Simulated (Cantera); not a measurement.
Standard-state values (1 bar) from the NASA 1993 polynomials, evaluated with Cantera. Values are per mole of reaction as written; species without (g) are pure solids or liquids, kept so even where they would boil at 1 bar.

Problem. Between 300 and 1725 K, where is each reaction favourable under standard conditions?
- 2 Cr2N + 3 H2O2(g) → N2(g) + 6 H(g) + 2 Cr2O3

Solution. 
- 2 Cr2N + 3 H2O2(g) → N2(g) + 6 H(g) + 2 Cr2O3: ΔG° is -364 kJ at 300 K and -783 kJ at 1725 K; it stays negative (K > 1). ΔH° is -237 kJ and ΔS° 316 J/K at 1725 K.
